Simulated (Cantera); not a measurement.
What does this Cantera script print?

```python
import numpy as np
import cantera as ct

gas_names = [...]  # 109 gases of nasa_gas.yaml made of C, Cl, H, Si
cond_names = """
    C(gr) C6H6(L) C7H8(L) C8H18(L),n-octa Si(cr) Si(L) SiC(b)
""".split()


# ... load() reads the species with a 1 bar reference pressure and builds the phases ...
atoms = {
    'CH3SiCl3': {'C': 1, 'H': 3, 'Si': 1, 'CL': 3},
    'C2H4': {'C': 2, 'H': 4},
    'H2': {'H': 2},
}
top_T = {'C(gr)': 4500, 'SiC(b)': 3050}  # K; cautious upper limits of use, not melting points


# ... equilibrate(T, P, feed) seeds the gas with the atoms and calls Mixture.equilibrate('TP', solver="vcs", rtol=1e-11, max_steps=5000) ...
results = []
feed = {'CH3SiCl3': 1, 'C2H4': 0.33, 'H2': 920}  # mol
P = 6000  # Pa
for T in [1073, 1273, 1473, 1673, 1873, 2073, 2273, 2473, 2673]:
    mix = equilibrate(T, P, feed)
    results.append((T, P, feed, dict(zip(mix.species_names, mix.species_moles))))

top = {s: max(r[3][s] / sum(r[3][g] for g in gas_names) for r in results) for s in gas_names}
cols = sorted((s for s in top if top[s] > 1e-05), key=lambda s: -top[s])[:8]
seen = [c for c in cond_names if any(r[3].get(c, 0) > 1e-12 for r in results)]
print("log10 of partial pressures in bar; condensed amounts in mol")
print(f"{'T/K':>10s}" + "".join(f"{s[:9]:>10s}" for s in cols + seen))
for T, P, feed, n in results:
    ng = sum(n[g] for g in gas_names)
    print(f"{T:10.4g}" + "".join(f"{np.log10(max(n[s] / ng * P / 1e5, 1e-99)):10.3f}" for s in cols)
          + "".join(f"{n.get(c, 0):10.4g}" for c in seen))
```

Output:

```
log10 of partial pressures in bar; condensed amounts in mol
       T/K        H2         H       HCL        Si C2H2,acet       CH4        CL       SiH     C(gr)    SiC(b)
      1073    -1.224    -8.465    -3.710   -16.728   -10.533    -4.367   -10.995   -15.769         0    0.9999
      1273    -1.224    -6.759    -3.710   -13.335    -7.653    -4.474    -9.316   -12.962    0.1428    0.9999
      1473    -1.223    -5.510    -3.710   -10.446    -6.410    -4.979    -8.088   -10.502    0.4862    0.9998
      1673    -1.224    -4.555    -3.711    -8.253    -5.468    -5.363    -7.150    -8.637    0.4881    0.9993
      1873    -1.225    -3.802    -3.712    -6.534    -4.730    -5.664    -6.410    -7.176    0.0586    0.9916
      2073    -1.228    -3.194    -3.717    -4.944    -4.551    -6.115    -5.815    -5.798         0    0.7598
      2273    -1.239    -2.695    -3.730    -4.276    -4.297    -6.441    -5.328    -5.309         0         0
      2473    -1.264    -2.284    -3.759    -4.252    -4.305    -6.845    -4.929    -5.444         0         0
      2673    -1.315    -1.948    -3.819    -4.261    -4.337    -7.242    -4.609    -5.604         0         0
```

Cantera equilibrium calculation (NASA polynomials, part measured and part estimated; ideal gas, pure solids and liquids). The feed counts by its element totals alone. Gases not in the tables: Si2H6 and higher silanes.
